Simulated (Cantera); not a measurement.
An isothermal plug-flow reactor at 975 K and 100000 Pa (inlet), inlet velocity 2.5 m/s, active area per volume 3900 1/m; feed CH4 : O2 : N2 : H2O = 0.0039 : 0.013 : 0.79 : 0.027 (molar parts).

Detailed kinetics in Cantera: Deutschmann's 1995 Pt surface mechanism with GRI-Mech 3.0 gas chemistry. Catalytic surfaces can have several steady states; this one follows from the mechanism file's or the stated starting coverage. Mass transfer to the wall is taken as infinitely fast.

One state of this run: x CH4 = 0.00352; x O2 = 0.0133; x H2O = 0.0347; x CO2 = 0.00115; x CO = 2.09e-6; θ free Pt = 0.283; θ O* = 0.713; θ OH* = 0.00412. x: gas mole fraction; θ: surface coverage.

Question: Which value of z (m) does it belong to?
A) 0.0012
B) 0.00012
C) 5.7e-05
D) 0.0057

Answer: A, 0.0012
